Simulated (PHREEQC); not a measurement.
Make-up at 25 °C: 0.00034 mol/kgw Ag2SO4, 0.0002 mol/kgw NaNO3 and 0.00041 mol/kgw Cu(NO3)2. Closed to the air; pH follows from the charge balance.

Computed with PHREEQC (ion-association model, wateq4f.dat).

```json
[
 {"quantity": "pH", "before": "5.50", "after": "5.06"},
 {"quantity": "ionic strength (mol/kgw)", "before": "0.00237", "after": "0.00235"},
 {"quantity": "Cu+2 (mol/kgw)", "before": "0.000391", "after": "0.000380"},
 {"quantity": "SO4-2 (mol/kgw)", "before": "0.000320", "after": "0.000314"},
 {"quantity": "CuSO4 (mol/kgw)", "before": "1.67e-5", "after": "2.06e-5"},
 {"quantity": "AgSO4- (mol/kgw)", "before": "3.41e-6", "after": "4.69e-6"},
 {"quantity": "SI of Tenorite (CuO)", "before": "-0.13", "after": "+0.59"}
]
```

Problem. What was changed between the two runs?
(A) Cu(NO3)2 from 0.00041 to 0.00205 mol/kgw
(B) temperature from 25 to 75 °C
(C) Ag2SO4 from 0.00034 to 0.0034 mol/kgw
(D) 0.00011 mol/kgw HF added
(E) 1.3e-05 mol/kgw Ca(OH)2 added

Solution. B, temperature from 25 to 75 °C

Precipitation was switched off in this run. Some of these states are supersaturated (in Brochantite, Tenorite (slow to form), for instance). Away from 25 °C the constants follow the database's enthalpies or fits; those with neither stay at their 25 °C values.
